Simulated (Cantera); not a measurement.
**Carbothermic reduction: MgO + C + H2**

Feed: 1 mol MgO, a varied amount of C, 0.14 mol H2, equilibrated at 1 atm.

Cantera equilibrium calculation (NASA polynomials, part measured and part estimated; ideal gas, pure solids and liquids). Candidate condensed phases: C, C6H6, C7H8, C8H18, H2O, Mg, MgCO3, MgO, Mg(OH)2; 116 gas species. The numbers say what is thermodynamically allowed, not how fast it happens.

Question: Map the stable condensed phases over T = 1225, 1325, 1425, 1525, 1625, 1725, 1825, 1925, 2025, 2125, 2225, 2325, 2425, 2525 K and n(C) in mol = 0.58, 0.78, 1, 1.4, 1.9, 2.5, 3.4, 4.5.

Answer: 
```
T in K \ n(C) in mol
         0.58 0.78    1  1.4  1.9  2.5  3.4  4.5
   2525     A    A    B    C    C    C    C    C
   2425     A    A    B    C    C    C    C    C
   2325     A    A    B    C    C    C    C    C
   2225     A    A    B    C    C    C    C    C
   2125     A    A    B    C    C    C    C    C
   2025     A    D    D    D    D    D    D    D
   1925     D    D    D    D    D    D    D    D
   1825     D    D    D    D    D    D    D    D
   1725     D    D    D    D    D    D    D    D
   1625     D    D    D    D    D    D    D    D
   1525     D    D    D    D    D    D    D    D
   1425     D    D    D    D    D    D    D    D
   1325     D    D    D    D    D    D    D    D
   1225     D    D    D    D    D    D    D    D
```
A: MgO; B: gas only; C: C; D: C + MgO.
